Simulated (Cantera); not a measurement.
**SiH₄ + NH₃ + N₂ (silicon nitride deposition)**

A closed system holds: 1 mol SiH₄, 5.2 mol NH₃, 0.76 mol N₂, at 1098 K and 39.0 mbar.

Cantera equilibrium calculation (NASA polynomials, part measured and part estimated; ideal gas, pure solids and liquids). Candidate condensed phases: Si, Si₃N₄; 18 gas species. Rates play no part.

```
Property                              Value
--------------------------------  ---------
x(H₂)                                 0.784
x(N₂)                                 0.216
x(NH₃)                              4.04e-6
n(Si₃N₄(s))                       0.333 mol
gas amount                        12.49 mol
log10 activity of Si(s) (absent)      -4.65
```
